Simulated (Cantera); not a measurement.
An adiabatic, constant-volume homogeneous reactor starts with CH₄ : CO : O₂ : N₂ : H₂O = 1 : 0.24 : 0.922 : 3.47 : 0.4 (molar parts), at 1748 K and 5480 Torr.

Cantera simulation using GRI-Mech 3.0 (53 species, 325 reactions); the numbers are that mechanism's predictions, not measurements.

x: mole fraction; the columns are a selection and need not sum to one.

```csv
t (s),T (K),P (bar),x CH₄,x CO,x O₂,x CO₂,x O,x NO
4.00e-6,1747,7.30,0.165,0.0398,0.153,1.81e-5,4.63e-7,2.71e-12
8.66e-6,1749,7.30,0.164,0.0398,0.152,5.82e-5,9.03e-7,1.13e-11
1.88e-5,1761,7.36,0.159,0.0402,0.150,0.000241,1.94e-6,5.87e-11
4.06e-5,___,9.68,___,___,___,___,___,___
8.80e-5,2823,14.0,1.13e-9,0.154,3.01e-5,0.0189,8.76e-5,___
0.000191,2823,14.0,1.12e-9,0.154,3.02e-5,0.0189,8.79e-5,0.000402
0.000413,2824,14.0,1.11e-9,0.154,3.03e-5,0.0189,8.81e-5,0.000367
0.000894,2824,14.0,1.11e-9,0.154,3.03e-5,0.0189,8.81e-5,0.000360
0.00194,2824,14.0,1.11e-9,0.154,3.03e-5,0.0189,8.81e-5,0.000359
0.00420,2824,14.0,1.11e-9,0.154,3.03e-5,0.0189,8.81e-5,0.000359
0.00909,2824,14.0,1.11e-9,0.154,3.03e-5,0.0189,8.81e-5,0.000359
0.0197,2824,14.0,1.11e-9,0.154,3.03e-5,0.0189,8.81e-5,0.000359
0.0426,2824,14.0,1.11e-9,0.154,3.03e-5,0.0189,8.81e-5,0.000359
0.0923,2824,14.0,1.11e-9,0.154,3.03e-5,0.0189,8.81e-5,0.000359
0.200,2824,14.0,1.11e-9,0.154,3.03e-5,0.0189,8.81e-5,0.000359
```

Question: Some entries are withheld; supply them.

Answer: 
- 4.06e-5, T (K): 2180
- 4.06e-5, x CH₄: 0.0610
- 4.06e-5, x CO: 0.0782
- 4.06e-5, x O₂: 0.0775
- 4.06e-5, x CO₂: 0.00564
- 4.06e-5, x O: 0.000103
- 4.06e-5, x NO: 1.49e-7
- 8.80e-5, x NO: 0.000456
